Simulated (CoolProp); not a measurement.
The numbers come from the reference Helmholtz-energy equation of state, Thol 2022 in CoolProp.

Q: For vinyl chloride, give the phase and the cv (kJ/(kg K)), expansivity (1/kK), fugacity coefficient at 430 K and 407 bar; 430 K and 509 bar.

A: 
- 430 K and 407 bar: supercritical; cv 1.08, expansivity 1.77, fugacity coefficient 0.233
- 430 K and 509 bar: supercritical; cv 1.08, expansivity 1.53, fugacity coefficient 0.233
